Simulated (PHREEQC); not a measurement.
A solution holds 1.2 mmol/kgw Cu(BF4)2, 0.5 mmol/kgw HCl and 7.7 mmol/kgw KCl, at 25 °C. It is in equilibrium with CO2 at log p = -2 (atm). Otherwise closed; pH follows from the charge balance.

Computed with PHREEQC (ion-association model, wateq4f.dat).

```json
{
  "pH": "2.95",
  "ionic_strength": "0.0124 mol/kgw",
  "total_alkalinity": "-7.70 meq/kg"
}
```

| species | molality | activity | log γ |
|---|---|---|---|
| Cl- | 0.00818 | 0.00729 | -0.050 |
| K+ | 0.00770 | 0.00686 | -0.050 |
| HF | 0.00240 | 0.00241 | 0.001 |
| F- | 0.00162 | 0.00144 | -0.050 |
| H+ | 0.00123 | 0.00111 | -0.043 |
| BF4- | 0.00119 | 0.00105 | -0.052 |
| Cu+2 | 0.00116 | 0.000755 | -0.187 |
| H3BO3 | 0.000927 | 0.000930 | 0.001 |
| CO2 | 0.000340 | 0.000340 | 0.001 |
| BF3OH- | 0.000182 | 0.000161 | -0.052 |
| BF2(OH)2- | 0.000103 | 9.16e-5 | -0.052 |
| CuF+ | 2.22e-5 | 1.98e-5 | -0.049 |
| CuCl+ | 1.66e-5 | 1.48e-5 | -0.050 |
| H2F2 | 1.50e-5 | 1.51e-5 | 0.001 |

Precipitation was switched off in this run. Real BF4- forms and hydrolyses slowly; the run takes it at equilibrium.
